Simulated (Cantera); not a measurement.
Charge: 1 mol PbO, 0.81 mol CO, 50 mol N₂, equilibrated at 1448 K.

Equilibrium computed with Cantera from the NASA thermochemical tables; the gas is ideal and each condensed phase is pure. Candidate condensed phases: C, Pb, PbO, PbO₂, Pb₃O₄; 27 gas species. Each liquid is taken as pure. Mutual solubility and eutectic melting of coexisting phases are not modelled. Gases not in the tables: (PbO)n polymers. Kinetics and transport are ignored.

log p: log10 of the partial pressure in bar; n: condensed amount in mol.

```csv
P (Pa),log p N₂,log p Pb,log p CO₂,log p PbO,log p O₂,log p CO,n Pb(l),n PbO(l)
10,-4.02,-5.75,-5.81,-6.78,-6.99,(withheld),0,0
42,-3.39,-5.15,-5.18,-5.98,-6.60,(withheld),0,0
180,-2.76,-4.54,-4.55,-5.24,-6.34,(withheld),0,0
750,-2.14,-3.93,-3.93,-4.58,-6.23,(withheld),0,0
3200,-1.51,-3.30,-3.30,-3.93,-6.19,(withheld),0,0
13000,-0.90,-2.69,-2.69,-3.32,-6.18,(withheld),0,0
56000,-0.27,-2.06,-2.06,-2.68,-6.18,(withheld),0,0
240000,0.37,-1.84,-1.42,-2.35,-5.96,(withheld),0.497,0.0969
1000000,0.99,-1.84,-0.80,-2.35,-5.96,(withheld),0.734,0.169
```

Task: What belongs in the gaps?

Result: 
- 10, log p CO: -7.98
- 42, log p CO: -7.55
- 180, log p CO: -7.04
- 750, log p CO: -6.48
- 3200, log p CO: -5.87
- 13000, log p CO: -5.26
- 56000, log p CO: -4.63
- 240000, log p CO: -4.10
- 1000000, log p CO: -3.48
